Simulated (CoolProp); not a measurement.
n-octane at several states: fugacity coefficient from the reference equation and from simpler models built on Tc = 568.7 K, pc = 2.484 MPa, ω = 0.398; each cubic takes its own stable root.

Model: reference Helmholtz-energy equation of state, Beckmüller 2019, in CoolProp.

```json
[
 {"T (K)": "576.7", "p (MPa)": "0.351", "phase": "gas", "reference": "0.9517", "van der Waals": "0.9596", "Redlich-Kwong": "0.9541", "Soave-Redlich-Kwong": "0.9546", "Peng-Robinson": "0.9495"},
 {"T (K)": "232.9", "p (MPa)": "0.0795", "phase": "liquid", "reference": "0.0001652", "van der Waals": "0.1954", "Redlich-Kwong": "0.002759", "Soave-Redlich-Kwong": "0.0001653", "Peng-Robinson": "0.0002065"},
 {"T (K)": "461.9", "p (MPa)": "1.24", "phase": "liquid", "reference": "0.3233", "van der Waals": "0.6715", "Redlich-Kwong": "0.4750", "Soave-Redlich-Kwong": "0.3347", "Peng-Robinson": "0.3266"},
 {"T (K)": "600.9", "p (MPa)": "0.27", "phase": "gas", "reference": "0.9678", "van der Waals": "0.9719", "Redlich-Kwong": "0.9686", "Soave-Redlich-Kwong": "0.9700", "Peng-Robinson": "0.9662"},
 {"T (K)": "514.4", "p (MPa)": "4.92", "phase": "liquid", "reference": "0.2161", "van der Waals": "0.3363", "Redlich-Kwong": "0.2692", "Soave-Redlich-Kwong": "0.2324", "Peng-Robinson": "0.2201"},
 {"T (K)": "320.1", "p (MPa)": "0.278", "phase": "liquid", "reference": "0.02116", "van der Waals": "0.5034", "Redlich-Kwong": "0.09064", "Soave-Redlich-Kwong": "0.02081", "Peng-Robinson": "0.02190"}
]
```
